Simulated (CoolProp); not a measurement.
The numbers come from the reference Helmholtz-energy equation of state, Beckmüller 2019 in CoolProp.

**Question.** For n-octane, give the phase and the density (kg/m³) at 547.6 K and 1.06 MPa; 547.6 K and 1.6 MPa; 547.6 K and 3.73 MPa.

**Answer.** 
- 547.6 K and 1.06 MPa: gas; density 33.4
- 547.6 K and 1.6 MPa: gas; density 62.1
- 547.6 K and 3.73 MPa: liquid; density 440
